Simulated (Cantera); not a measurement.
**Hydrocarbon pyrolysis for carbon deposition**

An isothermal, constant-pressure homogeneous reactor starts with CH₄ : N₂ = 1 : 14 (molar parts), at 1900 K and 1330 Pa.

Cantera simulation using GRI-Mech 3.0 (53 species, 325 reactions); the numbers are that mechanism's predictions, not measurements. GRI-Mech 3.0 stops at C3 and has no aromatics, soot or wall deposition, so with more carbon than oxygen in the feed, carbon stays in small species such as C2H2 where larger ones or solid carbon would form. Radical loss at walls, strong at low pressure, is not modelled.

```
t (s)        x CH₄      x H₂       x H    x C₂H₄    x CH₂     x CH₃
--------  --------  --------  --------  --------  -------  --------
0.000400    0.0665   5.75e-5   3.57e-6   1.07e-7  1.71e-8  0.000118
0.000872    0.0664  0.000131   3.77e-6   1.29e-6  7.10e-8  0.000261
0.00190     0.0660  0.000314   4.73e-6   1.40e-5  2.92e-7  0.000569
0.00414     0.0651  0.000940   9.56e-6  0.000139  1.16e-6   0.00122
0.00902     0.0610   0.00457   3.44e-5   0.00112  4.03e-6   0.00241
0.0197      0.0443    0.0252  0.000144   0.00339  8.68e-6   0.00316
0.0428      0.0208    0.0616  0.000319   0.00100  7.66e-6   0.00190
0.0934     0.00767    0.0817  0.000481  0.000152  5.00e-6  0.000864
0.203      0.00219    0.0900  0.000700   1.87e-5  2.89e-6  0.000335
0.443     0.000491    0.0924   0.00101   2.05e-6  1.36e-6  0.000106
0.966      9.54e-5    0.0928   0.00139   6.01e-7  5.09e-7   2.84e-5
2.11       1.41e-5    0.0927   0.00179   4.84e-7  1.26e-7   5.42e-6
4.59       1.04e-6    0.0926   0.00206   4.66e-7  1.24e-8   4.59e-7
10.0       3.93e-7    0.0926   0.00211   4.64e-7  4.92e-9   1.78e-7
```
x: mole fraction; the columns are a selection and need not sum to one.

Equilibrium at this temperature and pressure: CH₄ 8.77e-7, H₂ 0.0926, H 0.00211, C₂H₄ 9.93e-8, CH₂ 1.10e-8, CH₃ 3.98e-7 (gas phase only).
